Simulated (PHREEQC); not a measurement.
Solution (15 °C): 0.00097 mol HF, 6.6e-05 mol (NH4)2SiF6, 0.075 mol H3BO3 and 0.021 mol HCl per kg of water. Closed to the air; pH follows from the charge balance.

All values are PHREEQC results (ion-association model, phreeqc.dat), not measurements.

Precipitation was switched off in this run.

Question: Predict the pH, specific conductance.

Answer: pH 1.73; specific conductance 6390 µS/cm.

Question: In which forms is F present?

Answer: HF 51 %, BF4- 29 %, BF3OH- 9.2 %, BF2(OH)2- 8.3 %, F- 2.5 % of the F.

Complexes and solids missing from the database can't appear. SiF6-2 is the database's only silicon fluoride. Real BF4- forms and hydrolyses slowly; the run takes it at equilibrium.
